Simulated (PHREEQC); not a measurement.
Solution (70 °C): 5.9 mmol/kgw Ca(OH)2 and 2.2 mmol/kgw KCl. Closed to the air; pH follows from the charge balance.

The numbers come from PHREEQC with the ion-association model, phreeqc.dat.

Problem. The ionic strength comes out as 0.0198 mol/kgw. What activity coefficients do Ca+2, OH-, K+, Cl-, CaOH+ get?

Solution. Ca+2 0.56, OH- 0.86, K+ 0.86, Cl- 0.86, CaOH+ 0.86.

Precipitation was switched off in this run. Away from 25 °C the constants follow the database's enthalpies or fits; those with neither stay at their 25 °C values.
